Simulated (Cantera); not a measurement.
Adiabatic ignition

An adiabatic, constant-volume homogeneous reactor starts with 39.3 % CO, 5.10 % H2, 11.7 % O2, 44.0 % N2, equivalence ratio 1.9, at 1225 K and 0.230 bar.

Model: GRI-Mech 3.0 (53 species, 325 reactions), integrated in Cantera.

```json
[
 {"t (s)": "1.00e-6", "T (K)": "1225", "P (bar)": "0.230", "x CO": "0.393", "x H2": "0.0510", "x O2": "0.117", "x O": "7.43e-10", "x NO": "<1e-12", "x CO2": "7.70e-10", "x N2O": "<1e-12"},
 {"t (s)": "4.29e-6", "T (K)": "1225", "P (bar)": "0.230", "x CO": "0.393", "x H2": "0.0510", "x O2": "0.117", "x O": "2.92e-9", "x NO": "<1e-12", "x CO2": "3.44e-9", "x N2O": "<1e-12"},
 {"t (s)": "1.84e-5", "T (K)": "1225", "P (bar)": "0.230", "x CO": "0.393", "x H2": "0.0510", "x O2": "0.117", "x O": "1.17e-8", "x NO": "<1e-12", "x CO2": "1.96e-8", "x N2O": "<1e-12"},
 {"t (s)": "7.88e-5", "T (K)": "1225", "P (bar)": "0.230", "x CO": "0.393", "x H2": "0.0510", "x O2": "0.117", "x O": "3.24e-7", "x NO": "<1e-12", "x CO2": "5.68e-7", "x N2O": "<1e-12"},
 {"t (s)": "0.000338", "T (K)": "1447", "P (bar)": "0.270", "x CO": "0.334", "x H2": "0.00531", "x O2": "0.0585", "x O": "0.0300", "x NO": "1.78e-6", "x CO2": "0.0608", "x N2O": "2.19e-8"},
 {"t (s)": "0.00145", "T (K)": "2459", "P (bar)": "0.432", "x CO": "0.275", "x H2": "0.00922", "x O2": "0.0229", "x O": "0.0174", "x NO": "0.000399", "x CO2": "0.144", "x N2O": "5.43e-8"},
 {"t (s)": "0.00621", "T (K)": "2767", "P (bar)": "0.476", "x CO": "0.265", "x H2": "0.00856", "x O2": "0.0142", "x O": "0.00829", "x NO": "0.00601", "x CO2": "0.164", "x N2O": "2.01e-7"},
 {"t (s)": "0.0266", "T (K)": "2765", "P (bar)": "0.476", "x CO": "0.265", "x H2": "0.00860", "x O2": "0.0139", "x O": "0.00812", "x NO": "0.00703", "x CO2": "0.164", "x N2O": "2.11e-7"},
 {"t (s)": "0.114", "T (K)": "2765", "P (bar)": "0.476", "x CO": "0.265", "x H2": "0.00860", "x O2": "0.0139", "x O": "0.00812", "x NO": "0.00703", "x CO2": "0.164", "x N2O": "2.11e-7"},
 {"t (s)": "0.490", "T (K)": "2765", "P (bar)": "0.476", "x CO": "0.265", "x H2": "0.00860", "x O2": "0.0139", "x O": "0.00812", "x NO": "0.00703", "x CO2": "0.164", "x N2O": "2.11e-7"},
 {"t (s)": "2.10", "T (K)": "2765", "P (bar)": "0.476", "x CO": "0.265", "x H2": "0.00860", "x O2": "0.0139", "x O": "0.00812", "x NO": "0.00703", "x CO2": "0.164", "x N2O": "2.11e-7"},
 {"t (s)": "9.00", "T (K)": "2765", "P (bar)": "0.476", "x CO": "0.265", "x H2": "0.00860", "x O2": "0.0139", "x O": "0.00812", "x NO": "0.00703", "x CO2": "0.164", "x N2O": "2.11e-7"}
]
```
x: mole fraction; the columns are a selection and need not sum to one.

```json
{
 "time_of_steepest_temperature_rise": "0.312 ms",
 "temperature at 9.00 s": "2765 K",
 "equilibrium_temperature": "2765 K",
 "x(CO) at 9.00 s": "0.265 (gas-phase equilibrium 0.265)",
 "x(H2) at 9.00 s": "0.00860 (gas-phase equilibrium 0.00860)",
 "x(O2) at 9.00 s": "0.0139 (gas-phase equilibrium 0.0139)"
}
```
